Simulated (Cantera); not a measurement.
An isothermal, constant-pressure homogeneous reactor starts with C2H6 : H2 = 1 : 92 (molar parts), at 1625 K and 11000 Pa. Integrator tolerance rtol = 1e-08.

Cantera simulation using GRI-Mech 3.0 (53 species, 325 reactions); the numbers are that mechanism's predictions, not measurements. GRI-Mech 3.0 stops at C3 and has no aromatics, soot or wall deposition, so with more carbon than oxygen in the feed, carbon stays in small species such as C2H2 where larger ones or solid carbon would form.

Task: What does this change do: C2H6 1 to 0.59 parts?

Result: 
| quantity | before | after |
|---|---|---|
| x(C2H6) at 10.0 s | 5.67e-8 (gas-phase equilibrium 3.46e-8) | 3.48e-8 (gas-phase equilibrium 2.01e-8) |
| x(H2) at 10.0 s | 0.987 (gas-phase equilibrium 0.988) | 0.992 (gas-phase equilibrium 0.993) |
| x(C2H2) at 10.0 s | 0.00856 (gas-phase equilibrium 0.00919) | 0.00473 (gas-phase equilibrium 0.00528) |
| x(CH3) at 10.0 s | 1.66e-5 (gas-phase equilibrium 1.11e-5) | 1.33e-5 (gas-phase equilibrium 8.43e-6) |
| x(C2H4) at 10.0 s | 8.31e-5 (gas-phase equilibrium 8.89e-5) | 4.62e-5 (gas-phase equilibrium 5.13e-5) |

Task: What does this change do: temperature 1625 to 1125 K?

Result: 
```csv
quantity,before,after
x(C2H6) at 10.0 s,5.67e-8 (gas-phase equilibrium 3.46e-8),0.000218 (gas-phase equilibrium 2.22e-7)
x(H2) at 10.0 s,0.987 (gas-phase equilibrium 0.988),0.986 (gas-phase equilibrium 0.979)
x(C2H2) at 10.0 s,0.00856 (gas-phase equilibrium 0.00919),0.00126 (gas-phase equilibrium 1.15e-6)
x(CH3) at 10.0 s,1.66e-5 (gas-phase equilibrium 1.11e-5),3.68e-7 (gas-phase equilibrium 5.42e-8)
x(C2H4) at 10.0 s,8.31e-5 (gas-phase equilibrium 8.89e-5),0.00539 (gas-phase equilibrium 5.22e-6)
```
